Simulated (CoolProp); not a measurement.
Model: reference Helmholtz-energy equation of state, Thol 2016, in CoolProp.

Question: For R1234ze(E), give the phase and the density (kg/m³), cv (kJ/(kg K)), isothermal compressibility (1/MPa), conductivity (mW/(m K)) at -46.85 °C and 0.101 MPa; -29.25 °C and 0.101 MPa.

Answer: 
- -46.85 °C and 0.101 MPa: liquid; density 1370, cv 0.847, isothermal compressibility 0.00147, conductivity 101
- -29.25 °C and 0.101 MPa: liquid; density 1320, cv 0.861, isothermal compressibility 0.00186, conductivity 94.2

Thermal conductivity comes from a separate model (Perkins 2011).
